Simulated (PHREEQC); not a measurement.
Solution (25 °C): 0.0079 mol/kgw CuCl2, 0.0067 mol/kgw HNO3 and 0.0027 mol/kgw H3BO3. Closed to the air; pH follows from the charge balance.

Computed with PHREEQC (ion-association model, phreeqc.dat).

| quantity | before | after |
|---|---|---|
| pH | 2.23 | 2.23 |
| CuCl+ (mol/kgw) | 0.000177 | 0.000146 |
| CuCl2 (mol/kgw) | 1.06e-6 | 7.95e-7 |

Task: Name the change that produced these shifts.
A. CuCl2 from 0.0079 to 0.00711 mol/kgw
B. CuCl2 from 0.0079 to 0.00079 mol/kgw
C. H3BO3 left out
D. diluted 2-fold with water

Result: A, CuCl2 from 0.0079 to 0.00711 mol/kgw

This is a speciation only: nothing precipitates in the calculation.
